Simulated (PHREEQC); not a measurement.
Dissolve 0.019 mol/kgw H2SO4, 0.00017 mol/kgw Al(NO3)3 and 5.4e-06 mol/kgw KHCO3 at 20 °C. Closed to the air; pH follows from the charge balance.

Model: ion-association model, phreeqc.dat, run in PHREEQC.

Problem. The ionic strength comes out as 0.0362 mol/kgw. What activity coefficients do H+, HSO4-, SO4-2, Al+3, K+ get?

Solution. H+ 0.87, HSO4- 0.84, SO4-2 0.51, Al+3 0.28, K+ 0.84.

Precipitation was switched off in this run. Species that the database lacks are ignored.
